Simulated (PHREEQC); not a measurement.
Dissolve 1 mmol/kgw FeSO4, 36 mmol/kgw CuCl2, 41 mmol/kgw HCl and 17 mmol/kgw NaCl at 29 °C. Closed to the air; pH follows from the charge balance.

Computed with PHREEQC (ion-association model, phreeqc.dat).

```csv
quantity,before,after
pH,1.49,1.50
ionic strength (mol/kgw),0.159,0.305
Cl- (mol/kgw),0.125,0.275
Cu+2 (mol/kgw),0.0312,0.0282
CuCl+ (mol/kgw),0.00443,0.00721
CuCl2 (mol/kgw),0.000161,0.000484
SI of Halite (NaCl),-4.50,-3.21
```

**Question.** What was changed between the two runs?
A) FeSO4 left out
B) NaCl from 0.017 to 0.034 mol/kgw
C) CuCl2 from 0.036 to 0.0036 mol/kgw
D) NaCl from 0.017 to 0.17 mol/kgw
E) NaCl from 0.017 to 0.0034 mol/kgw

**Answer.** D, NaCl from 0.017 to 0.17 mol/kgw

No solid was allowed to form.
